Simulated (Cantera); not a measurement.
## Gas-phase reforming

A perfectly stirred reactor is fed with 36.8 % CH4, 34.6 % H2O, 28.7 % H2, at 0.290 bar; it is held at 1973 K, and followed from long to short residence time.

Computed with Cantera and GRI-Mech 3.0 (53 species, 325 reactions).

```tsv
τ (s)	x CH4	x H2O	x H2	x C2H	x HO2
1.6	0.00467	0.0285	0.767	9.24e-7	<1e-12
0.72	0.00680	0.0436	0.755	1.25e-6	<1e-12
0.33	0.00977	0.0638	0.738	1.69e-6	<1e-12
0.15	0.0140	0.0907	0.716	2.26e-6	1.84e-12
0.067	0.0202	0.125	0.688	2.93e-6	3.35e-12
0.030	0.0291	0.162	0.655	3.60e-6	5.42e-12
0.014	0.0415	0.198	0.620	4.07e-6	7.49e-12
0.0062	0.0612	0.231	0.582	4.22e-6	9.12e-12
0.0028	0.0896	0.256	0.543	3.94e-6	9.79e-12
```
x: mole fraction; the columns are a selection and need not sum to one.
